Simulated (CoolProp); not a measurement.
The fluid at 439.4 K and 14.3 MPa (stagnation) flows isentropically through a choked orifice. The same conditions are run with several fluids, on thermodynamics alone (safety and materials aside).

Model: reference Helmholtz-energy equation of state of each fluid (isobutane: Bücker 2006; R134a: Tillner-Roth 1994; ethylene: Smukala 2000), in CoolProp.

```json
[
 {"fluid": "isobutane", "throat to inlet pressure ratio": "___", "mass flux (kg/(m² s))": "___", "throat temperature (K)": "___"},
 {"fluid": "R134a", "throat to inlet pressure ratio": "___", "mass flux (kg/(m² s))": "___", "throat temperature (K)": "___"},
 {"fluid": "ethylene", "throat to inlet pressure ratio": "___", "mass flux (kg/(m² s))": "___", "throat temperature (K)": "394.5"}
]
```

**Question.** What belongs in the gaps?

**Answer.** 
- isobutane, throat to inlet pressure ratio: 0.380
- isobutane, mass flux (kg/(m² s)): 70900
- isobutane, throat temperature (K): 421.2
- R134a, throat to inlet pressure ratio: 0.543
- R134a, mass flux (kg/(m² s)): 75600
- R134a, throat temperature (K): 415.8
- ethylene, throat to inlet pressure ratio: 0.562
- ethylene, mass flux (kg/(m² s)): 28600
